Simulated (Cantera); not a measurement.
What does this Cantera script print?

```python
import numpy as np
import cantera as ct

gas = ct.Solution("h2o2.yaml")


def delay(T, t_max=10):
    gas.TPX = T, 37000, {'H2': 1, 'O2': 0.385, 'N2': 1.45}
    reactor = ct.IdealGasReactor(gas, clone=False)
    net = ct.ReactorNet([reactor])
    net.rtol, net.atol = 1e-8, 1e-16
    while net.time < t_max:
        t_old, T_old = net.time, reactor.T
        net.step()
        if reactor.T > T + 400:  # ignition: a rise of 400 K
            return t_old + (T + 400 - T_old) / (reactor.T - T_old) * (net.time - t_old)
    return np.nan


taus = []
for T in [1200, 1250, 1300, 1350, 1400, 1450, 1500]:
    taus.append(delay(T))
    print(f"T0 = {T:6g} K   tau = {taus[-1]:.4e} s")

# d ln(tau) / d ln(k), from doubling and halving each rate constant
T, sens = 1400, []
for i in range(gas.n_reactions):
    gas.set_multiplier(2.0, i)
    up = delay(T)
    gas.set_multiplier(0.5, i)
    down = delay(T)
    gas.set_multiplier(1.0, i)
    sens.append((np.log(up / down) / np.log(4.0), gas.reaction(i).equation))
sens.sort(key=lambda x: -abs(x[0]))
print(f"sensitivities at {T} K")
for s, eq in sens[:10]:
    print(f"{s:8.3f}  {eq}")
```

Output:

```
T0 =   1200 K   tau = 1.2400e-04 s
T0 =   1250 K   tau = 9.9781e-05 s
T0 =   1300 K   tau = 8.3076e-05 s
T0 =   1350 K   tau = 7.1435e-05 s
T0 =   1400 K   tau = 6.3337e-05 s
T0 =   1450 K   tau = 5.7819e-05 s
T0 =   1500 K   tau = 5.4246e-05 s
sensitivities at 1400 K
  -0.524  H + O2 <=> O + OH
  -0.114  H2 + O <=> H + OH
  -0.077  H + O2 + H2O <=> HO2 + H2O
  -0.059  H + OH + M <=> H2O + M
  -0.056  H2 + OH <=> H + H2O
  -0.052  H + HO2 <=> H2 + O2
  -0.045  2 H + H2O <=> H2 + H2O
  -0.021  H + O2 + M <=> HO2 + M
  -0.021  2 H + M <=> H2 + M
  -0.020  H + O2 + N2 <=> HO2 + N2
```

Cantera simulation using the H2/O2 subset of GRI-Mech 3.0, which has no nitrogen chemistry; the numbers are that mechanism's predictions, not measurements. Where the delays flatten at high temperature, the 400 K rule measures the pace of heat release, not the induction time.
